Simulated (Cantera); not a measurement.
Cantera run, input and output.

```python
import numpy as np
import cantera as ct

gas = ct.Solution("gri30.yaml")
gas.TPX = 650, 450000, {'CH4': 1, 'C2H6': 0.065, 'O2': 1.31, 'N2': 4.93}
inlet = ct.Reservoir(gas, clone=True)
gas.equilibrate("HP")  # start burning
reactor = ct.IdealGasConstPressureReactor(gas, energy="on", clone=False)
exhaust = ct.Reservoir(gas, clone=True)
tau = [0.37, 0.14, 0.056, 0.022, 0.0084, 0.0032, 0.0012, 0.00048, 0.00019, 7.2e-05, 2.8e-05][0]
for a, b in ((inlet, reactor), (reactor, exhaust)):
    ct.MassFlowController(a, b, mdot=lambda t: reactor.mass / tau)
net = ct.ReactorNet([reactor])
show = ['CH4', 'C2H6', 'O2', 'CO2', 'CO']

rows = []
print(f"{'tau/s':>10s}{'T/K':>9s}" + "".join(f"{s:>11s}" for s in show))
for tau in [0.37, 0.14, 0.056, 0.022, 0.0084, 0.0032, 0.0012, 0.00048, 0.00019, 7.2e-05, 2.8e-05]:
    net.initial_time = 0.0
    net.advance(30 * tau)
    before = gas.X
    net.advance(40 * tau)
    drift = np.max(np.abs(gas.X - before) / (gas.X + 1e-9))
    rows.append([gas.T, *gas[show].X, drift])
    print(f"{tau:10.3e}{gas.T:9.1f}" + "".join(f"{x:11.3e}" for x in gas[show].X))
```

Output:

```
     tau/s      T/K        CH4       C2H6         O2        CO2         CO
 3.700e-01   2025.4  5.687e-04  5.467e-08  1.952e-05  3.019e-02  1.061e-01
 1.400e-01   2028.7  1.174e-03  2.079e-07  4.949e-05  3.050e-02  1.048e-01
 5.600e-02   2033.7  2.060e-03  6.531e-07  1.166e-04  3.103e-02  1.026e-01
 2.200e-02   2039.9  3.261e-03  1.837e-06  2.727e-04  3.182e-02  9.885e-02
 8.400e-03   2045.5  4.757e-03  4.790e-06  6.382e-04  3.272e-02  9.397e-02
 3.200e-03   2046.6  6.497e-03  1.185e-05  1.461e-03  3.332e-02  8.893e-02
 1.200e-03   2036.3  8.656e-03  3.021e-05  3.342e-03  3.298e-02  8.465e-02
 4.800e-04   2002.4  1.173e-02  8.255e-05  7.508e-03  3.085e-02  8.186e-02
 1.900e-04    650.0  1.369e-01  8.898e-03  1.793e-01 -5.989e-16 -2.331e-15
 7.200e-05    650.0  1.369e-01  8.898e-03  1.793e-01 -9.886e-18 -3.848e-17
 2.800e-05    650.0  1.369e-01  8.898e-03  1.793e-01 -7.247e-21 -2.821e-20
```

Computed with Cantera and GRI-Mech 3.0 (53 species, 325 reactions).
